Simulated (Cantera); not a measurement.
Feed: 1 mol BF₃, 0.09 mol O₂, 0.82 mol N₂, at 1898 K and 1200 Pa.

Method: chemical equilibrium by Gibbs-energy minimisation in Cantera with the NASA 1993 tables (ideal gas, pure condensed phases). Candidate condensed phases: B, BN, B₂O₃; 31 gas species. Rates play no part.

Base state: BF₃ 0.517, N₂ 0.426, O₂ 0.0439, F 0.00677, BOF 0.00336, NO 0.00192, O 0.000561, BOF₂ 5.54e-5 (mole fractions); condensed: gas only.

Problem. What changes in the equilibrium state with this change: BF₃ replaced by B?

Solution. 
```json
[
 {"species": "N₂", "before": "0.426", "after": "0.838"},
 {"species": "B₂O₃", "before": "<1e-9", "after": "0.0774"},
 {"species": "B₂O₂", "before": "<1e-9", "after": "0.0680"},
 {"species": "BF₃", "before": "0.517", "after": "0"},
 {"species": "O₂", "before": "0.0439", "after": "<1e-9"},
 {"species": "BO", "before": "<1e-9", "after": "0.0167"},
 {"species": "F", "before": "0.00677", "after": "0"},
 {"species": "BOF", "before": "0.00336", "after": "0"},
 {"species": "O", "before": "0.000561", "after": "1.89e-9"},
 {"species": "NO", "before": "0.00192", "after": "9.07e-9"},
 {"species": "BOF₂", "before": "5.54e-5", "after": "0"},
 {"species": "BN(s), mol", "before": "0", "after": "0.856"}
]
```
